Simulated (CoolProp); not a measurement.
The numbers come from the reference Helmholtz-energy equation of state, Lemmon 2006 in CoolProp. It is a short technical equation, of lower accuracy than the large ones.

Question: For CH3F (R41), give the phase and the cp (kJ/(kg K)), cv (kJ/(kg K)), speed of sound (m/s), Joule-Thomson coefficient (K/MPa) at 419.8 K and 107 bar; 362.9 K and 2.24 bar.

Answer: 
- 419.8 K and 107 bar: supercritical; cp 2.12, cv 1.24, speed of sound 315, Joule-Thomson coefficient 5.05
- 362.9 K and 2.24 bar: gas; cp 1.24, cv 0.982, speed of sound 331, Joule-Thomson coefficient 10.3
